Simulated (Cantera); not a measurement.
Charge: 1 mol borazine, 4.7 mol H₂.

Cantera equilibrium calculation (NASA polynomials, part measured and part estimated; ideal gas, pure solids and liquids). Candidate condensed phases: B, BN; 15 gas species. The feed counts by its element totals alone. Mutual solubility and eutectic melting of coexisting phases are not modelled. The numbers say what is thermodynamically allowed, not how fast it happens.

Stable condensed phases, one row left out:

```
T in K \ P in Pa
             10     46    220   1000   4600  22000 100000
   2000       A      A      B      B      B      B      C
   1925       A      B      B      B      B      C      C
   1850       B      B      B      B      B      C      C
   1775       B      B      B      B      C      C      C
   1700       B      B      B      B      C      C      C
   1625       B      B      B      C      C      C      C
   1550       B      B      C      C      C      C      C
   1400       C      C      C      C      C      C      C
   1325       C      C      C      C      C      C      C
   1250       C      C      C      C      C      C      C
   1175       C      C      C      C      C      C      C
```

A: B; B: B + BN; C: BN.

### Question
Give the row for 1475 K.

### Answer
10: B + BN; 46: BN; 220: BN; 1000: BN; 4600: BN; 22000: BN; 100000: BN.
